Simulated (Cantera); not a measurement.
An isothermal, constant-pressure homogeneous reactor starts with NO : N₂ = 1 : 2.8 (molar parts), at 1850 K and 9.00 Torr. Integrator tolerance rtol = 1e-08.

Computed with Cantera and GRI-Mech 3.0 (53 species, 325 reactions). Radical loss at walls, strong at low pressure, is not modelled.

What does this change do: pressure from 9.00 Torr to 760 Torr?


```csv
quantity,before,after
x(NO) at 200 s,0.0559 (gas-phase equilibrium 0.00405),0.00406 (gas-phase equilibrium 0.00405)
x(N₂O) at 200 s,8.68e-7 (gas-phase equilibrium 2.65e-8),2.44e-7 (gas-phase equilibrium 2.44e-7)
x(O₂) at 200 s,0.103 (gas-phase equilibrium 0.129),0.130 (gas-phase equilibrium 0.130)
x(N₂) at 200 s,0.840 (gas-phase equilibrium 0.866),0.866 (gas-phase equilibrium 0.866)
x(NO₂) at 200 s,9.66e-6 (gas-phase equilibrium 7.87e-7),7.25e-6 (gas-phase equilibrium 7.25e-6)
x(O) at 200 s,0.000575 (gas-phase equilibrium 0.000637),6.94e-5 (gas-phase equilibrium 6.94e-5)
```

What does this change do: pressure from 9.00 Torr to 33.0 Torr?


| quantity | before | after |
|---|---|---|
| x(NO) at 200 s | 0.0559 (gas-phase equilibrium 0.00405) | 0.0138 (gas-phase equilibrium 0.00405) |
| x(N₂O) at 200 s | 8.68e-7 (gas-phase equilibrium 2.65e-8) | 1.06e-7 (gas-phase equilibrium 5.09e-8) |
| x(O₂) at 200 s | 0.103 (gas-phase equilibrium 0.129) | 0.125 (gas-phase equilibrium 0.129) |
| x(N₂) at 200 s | 0.840 (gas-phase equilibrium 0.866) | 0.861 (gas-phase equilibrium 0.866) |
| x(NO₂) at 200 s | 9.66e-6 (gas-phase equilibrium 7.87e-7) | 5.03e-6 (gas-phase equilibrium 1.51e-6) |
| x(O) at 200 s | 0.000575 (gas-phase equilibrium 0.000637) | 0.000327 (gas-phase equilibrium 0.000333) |

What does this change do: pressure from 9.00 Torr to 18.8 Torr?


```tsv
quantity	before	after
x(NO) at 200 s	0.0559 (gas-phase equilibrium 0.00405)	0.0258 (gas-phase equilibrium 0.00405)
x(N₂O) at 200 s	8.68e-7 (gas-phase equilibrium 2.65e-8)	2.31e-7 (gas-phase equilibrium 3.83e-8)
x(O₂) at 200 s	0.103 (gas-phase equilibrium 0.129)	0.118 (gas-phase equilibrium 0.129)
x(N₂) at 200 s	0.840 (gas-phase equilibrium 0.866)	0.855 (gas-phase equilibrium 0.866)
x(NO₂) at 200 s	9.66e-6 (gas-phase equilibrium 7.87e-7)	6.91e-6 (gas-phase equilibrium 1.14e-6)
x(O) at 200 s	0.000575 (gas-phase equilibrium 0.000637)	0.000424 (gas-phase equilibrium 0.000441)
```
